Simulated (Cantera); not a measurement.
A closed system holds: 1 mol SiC, 0.064 mol C, 4.7 mol H2, held at 82.5 Torr.

Equilibrium computed with Cantera from the NASA thermochemical tables; the gas is ideal and each condensed phase is pure. Candidate condensed phases: C, C6H6, C7H8, C8H18, Si, SiC; 87 gas species. Rates play no part.

Q: At 2025 K, list the 5 most abundant gas species with their mole fractions, and the condensed phases.

A: H2 0.993, H 0.00578, C2H2 (acetylene) 0.000899, CH4 4.31e-5, Si 3.18e-5. Condensed: C(graphite) + SiC(s).
